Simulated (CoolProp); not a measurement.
Propyne along the isotherm 4.85 °C: density (kg/m³) from the reference equation and from simpler models built on Tc = 129.6 °C, pc = 5.658 MPa, ω = 0.204; each cubic takes its own stable root.

The numbers come from the reference Helmholtz-energy equation of state, Polt 1992 in CoolProp. This equation is an older, rougher fit; its heat capacities, sound speeds and derivatives of the liquid may be far off and weren't checked against measurements.

```csv
p (MPa),phase,reference,van der Waals,Soave-Redlich-Kwong
0.0895,gas,1.581,1.569,1.577
0.139,gas,2.484,2.452,2.473
0.217,gas,3.953,3.868,?
0.338,liquid,644.0,6.127,?
0.526,liquid,644.2,9.803,583.3
0.819,liquid,?,16.02,583.8
1.27,liquid,645.1,390.2,584.6
1.98,liquid,645.9,?,585.9
3.09,liquid,647.2,395.3,587.8
```

Question: Complete the blanks.

Answer: 
- 0.217, Soave-Redlich-Kwong: 3.921
- 0.338, Soave-Redlich-Kwong: 582.9
- 0.819, reference: 644.6
- 1.98, van der Waals: 392.3

At some of these states van der Waals gives the other phase, because its saturation line lies elsewhere.
